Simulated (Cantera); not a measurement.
What does this Cantera script print?

```python
import numpy as np
import cantera as ct

gas = ct.Solution("gri30.yaml")
gas.TPX = 323, 280000, {'CH4': 1, 'CO': 0.14, 'O2': 3.09, 'N2': 11.6}
flame = ct.FreeFlame(gas, width=0.019)
flame.set_refine_criteria(ratio=3, slope=0.08, curve=0.16)
flame.transport_model = "mixture-averaged"
flame.solve(loglevel=0, auto=True)
z, T = flame.grid, flame.T
thick = (T[-1] - T[0]) / np.gradient(T, z).max()
show = ['CH4', 'CO', 'O2', 'N2O', 'CH3', 'CH2O']
print(f"laminar burning velocity  {flame.velocity[0] * 100:.3f} cm/s")
print(f"burnt temperature         {T[-1]:.1f} K")
print(f"thermal thickness         {thick * 1e3:.4f} mm")
print(f"grid points               {len(z)}")
z0 = z[flame.heat_release_rate.argmax()]
print(f"{'z/mm':>9s}{'T/K':>9s}{'u/(m/s)':>9s}" + "".join(f"{s:>11s}" for s in show))
rows = []
for k in (-3, -2, -1.5, -1, -0.5, -0.25, 0, 0.25, 0.5, 1, 2, 4, 8):
    zz = z0 + k * thick
    rows.append([k * thick, np.interp(zz, z, T), np.interp(zz, z, flame.velocity),
                 *(np.interp(zz, z, flame.X[gas.species_index(s)]) for s in show)])
    print(f"{rows[-1][0] * 1e3:9.3f}{rows[-1][1]:9.1f}{rows[-1][2]:9.3f}" + "".join(f"{x:11.3e}" for x in rows[-1][3:]))
```

It prints:

```
laminar burning velocity  12.567 cm/s
burnt temperature         1819.7 K
thermal thickness         0.3716 mm
grid points               132
     z/mm      T/K  u/(m/s)        CH4         CO         O2        N2O        CH3       CH2O
   -1.115    323.6    0.126  6.312e-02  8.846e-03  1.951e-01  2.211e-11  2.407e-11  1.150e-07
   -0.743    328.9    0.128  6.281e-02  8.877e-03  1.948e-01  3.637e-10  2.792e-10  1.876e-06
   -0.557    351.7    0.137  6.160e-02  9.044e-03  1.933e-01  2.869e-09  2.385e-09  1.461e-05
   -0.372    472.0    0.185  5.564e-02  1.007e-02  1.846e-01  2.564e-08  8.732e-08  1.255e-04
   -0.186    891.2    0.350  3.520e-02  1.446e-02  1.499e-01  1.683e-07  1.974e-05  6.967e-04
   -0.093   1235.3    0.486  1.794e-02  1.849e-02  1.179e-01  3.396e-07  2.112e-04  8.630e-04
    0.000   1569.3    0.616  2.685e-03  1.922e-02  8.408e-02  6.119e-07  2.949e-04  2.708e-04
    0.093   1702.0    0.664  4.964e-05  1.027e-02  7.046e-02  9.478e-07  9.017e-06  8.464e-06
    0.186   1753.4    0.682  6.657e-07  4.881e-03  6.715e-02  1.163e-06  1.454e-07  1.265e-07
    0.372   1793.8    0.696  4.402e-10  1.570e-03  6.543e-02  1.287e-06  1.190e-10  8.784e-11
    0.743   1812.9    0.703  3.873e-14  3.841e-04  6.497e-02  1.015e-06  1.527e-14  4.751e-14
    1.486   1818.7    0.705  6.799e-16  9.041e-05  6.494e-02  4.688e-07  9.516e-16  4.354e-15
    2.973   1819.7    0.705  4.150e-16  4.624e-05  6.494e-02  2.470e-07  4.890e-16  1.853e-15
```

Cantera simulation using GRI-Mech 3.0 (53 species, 325 reactions); the numbers are that mechanism's predictions, not measurements. Burning velocities carry a grid error of a few per cent, more on coarse grids.
